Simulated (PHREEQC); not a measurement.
Solution (25 °C): 1.4 mmol/kgw CuCl2 and 0.11 mmol/kgw H2SO4. Closed to the air; pH follows from the charge balance.

Computed with PHREEQC (ion-association model, wateq4f.dat).

Precipitation was switched off in this run.

### Question
Estimate the pH.

### Answer
pH 3.69.

### Question
In which forms is S present?

### Answer
SO4-2 85 %, CuSO4 14 %, HSO4- 1.4 % of the S.
